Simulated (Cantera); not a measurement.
Input (Python, Cantera):

```python
import numpy as np
import cantera as ct

gas = ct.Solution("gri30.yaml", transport_model="multicomponent")
show = ['C2H2', 'NO', 'CH3']

rows = []
print(f"{'T/K':>7s}{'rho':>11s}{'cp':>10s}{'mu':>11s}{'lambda':>11s}{'Pr':>7s}" + "".join(f"{'D_' + s:>11s}" for s in show))
for T in [400, 600, 800, 1000, 1200, 1400, 1600, 1800]:
    gas.TPX = T, 1333, {'C2H2': 0.78}
    Pr = gas.cp_mass * gas.viscosity / gas.thermal_conductivity
    D = [gas.mix_diff_coeffs_mole[gas.species_index(s)] for s in show]
    rows.append([gas.density, gas.cp_mass, gas.viscosity, gas.thermal_conductivity, Pr, *D])
    print(f"{T:7g}{gas.density:11.4e}{gas.cp_mass:10.1f}{gas.viscosity:11.4e}"
          f"{gas.thermal_conductivity:11.4e}{Pr:7.3f}" + "".join(f"{d:11.4e}" for d in D))
print("SI units: kg/m3, J/kg/K, Pa s, W/m/K, m2/s")
```

It prints:

```
    T/K        rho        cp         mu     lambda     Pr     D_C2H2       D_NO      D_CH3
    400 1.0436e-02    1930.6 1.3577e-05 3.5585e-02  0.737 0.0000e+00 2.0986e-03 2.2878e-03
    600 6.9575e-03    2231.7 1.8878e-05 5.7166e-02  0.737 0.0000e+00 4.2654e-03 4.7063e-03
    800 5.2181e-03    2436.0 2.3397e-05 7.7421e-02  0.736 0.0000e+00 6.9747e-03 7.7416e-03
   1000 4.1745e-03    2608.1 2.7416e-05 9.7245e-02  0.735 0.0000e+00 1.0168e-02 1.1324e-02
   1200 3.4787e-03    2751.7 3.1084e-05 1.1647e-01  0.734 0.0000e+00 1.3807e-02 1.5407e-02
   1400 2.9818e-03    2869.6 3.4492e-05 1.3493e-01  0.734 0.0000e+00 1.7862e-02 1.9958e-02
   1600 2.6091e-03    2966.3 3.7699e-05 1.5259e-01  0.733 0.0000e+00 2.2312e-02 2.4951e-02
   1800 2.3192e-03    3045.3 4.0745e-05 1.6947e-01  0.732 0.0000e+00 2.7139e-02 3.0366e-02
SI units: kg/m3, J/kg/K, Pa s, W/m/K, m2/s
```

Computed with Cantera and GRI-Mech 3.0 (53 species, 325 reactions). The composition is frozen, though it would react at the higher temperatures.
